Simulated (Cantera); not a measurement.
Low-pressure radical oxidation in H2/O2

An isothermal, constant-pressure homogeneous reactor starts with 1.67 % H2, 98.3 % O2, at 1375 K and 0.0133 bar.

Cantera simulation using the H2/O2 subset of GRI-Mech 3.0, which has no nitrogen chemistry; the numbers are that mechanism's predictions, not measurements. Radical loss at walls, strong at low pressure, is not modelled.

```csv
t (s),x H2,x O2,x H2O2,x HO2,x H2O
0.000500,0.0167,0.983,1.58e-10,1.35e-7,4.06e-7
0.00123,0.0167,0.983,8.30e-10,3.41e-7,1.79e-5
0.00302,0.00354,0.971,4.95e-8,1.08e-6,0.0107
0.00741,0.000107,0.968,1.89e-8,7.36e-7,0.0152
0.0182,0.000102,0.969,1.87e-8,7.21e-7,0.0153
0.0447,9.18e-5,0.970,1.82e-8,6.87e-7,0.0154
0.110,7.23e-5,0.973,1.70e-8,6.12e-7,0.0156
0.270,4.38e-5,0.977,1.44e-8,4.72e-7,0.0160
0.663,1.81e-5,0.980,9.99e-9,2.85e-7,0.0164
1.63,5.17e-6,0.982,5.25e-9,1.27e-7,0.0166
4.00,1.22e-6,0.983,2.11e-9,4.72e-8,0.0167
```
x: mole fraction; the columns are a selection and need not sum to one.

Equilibrium at this temperature and pressure: H2 4.53e-8, O2 0.983, H2O2 1.82e-10, HO2 3.26e-8, H2O 0.0168 (gas phase only).
